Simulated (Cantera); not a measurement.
An isothermal, constant-pressure homogeneous reactor starts with H2 : O2 = 0.019 : 1 (molar parts), at 1025 K and 1330 Pa.

Model: the H2/O2 subset of GRI-Mech 3.0, which has no nitrogen chemistry, integrated in Cantera. Radical loss at walls, strong at low pressure, is not modelled.

x: mole fraction; the columns are a selection and need not sum to one.

```json
[
 {"t (s)": "6.00e-6", "x H2": "0.0186", "x O2": "0.981", "x HO2": "2.08e-12", "x H": "2.02e-12", "x OH": "<1e-12"},
 {"t (s)": "1.68e-5", "x H2": "0.0186", "x O2": "0.981", "x HO2": "5.83e-12", "x H": "5.41e-12", "x OH": "<1e-12"},
 {"t (s)": "4.72e-5", "x H2": "0.0186", "x O2": "0.981", "x HO2": "1.64e-11", "x H": "1.35e-11", "x OH": "2.90e-12"},
 {"t (s)": "0.000132", "x H2": "0.0186", "x O2": "0.981", "x HO2": "4.60e-11", "x H": "2.96e-11", "x OH": "1.73e-11"},
 {"t (s)": "0.000372", "x H2": "0.0186", "x O2": "0.981", "x HO2": "1.30e-10", "x H": "6.58e-11", "x OH": "8.32e-11"},
 {"t (s)": "0.00104", "x H2": "0.0186", "x O2": "0.981", "x HO2": "3.71e-10", "x H": "2.63e-10", "x OH": "4.80e-10"},
 {"t (s)": "0.00292", "x H2": "0.0186", "x O2": "0.981", "x HO2": "1.40e-9", "x H": "[?]", "x OH": "1.43e-8"},
 {"t (s)": "0.00821", "x H2": "0.0183", "x O2": "0.981", "x HO2": "2.04e-6", "x H": "[?]", "x OH": "0.000117"},
 {"t (s)": "0.0230", "x H2": "0.000187", "x O2": "0.971", "x HO2": "3.17e-6", "x H": "[?]", "x OH": "0.000731"},
 {"t (s)": "0.0646", "x H2": "6.17e-5", "x O2": "0.977", "x HO2": "2.19e-6", "x H": "[?]", "x OH": "0.000428"},
 {"t (s)": "0.181", "x H2": "1.49e-5", "x O2": "0.980", "x HO2": "1.16e-6", "x H": "[?]", "x OH": "0.000210"},
 {"t (s)": "0.508", "x H2": "2.39e-6", "x O2": "0.981", "x HO2": "4.30e-7", "x H": "[?]", "x OH": "8.62e-5"},
 {"t (s)": "1.43", "x H2": "3.48e-7", "x O2": "0.981", "x HO2": "1.19e-7", "x H": "[?]", "x OH": "3.41e-5"},
 {"t (s)": "4.00", "x H2": "5.73e-8", "x O2": "0.981", "x HO2": "2.88e-8", "x H": "[?]", "x OH": "1.43e-5"}
]
```

### Question
Fill in the missing entries.

### Answer

- 0.00292, x H: 7.18e-9
- 0.00821, x H: 6.22e-5
- 0.0230, x H: 0.00143
- 0.0646, x H: 0.000373
- 0.181, x H: 4.55e-5
- 0.508, x H: 3.16e-6
- 1.43, x H: 1.94e-7
- 4.00, x H: 1.42e-8
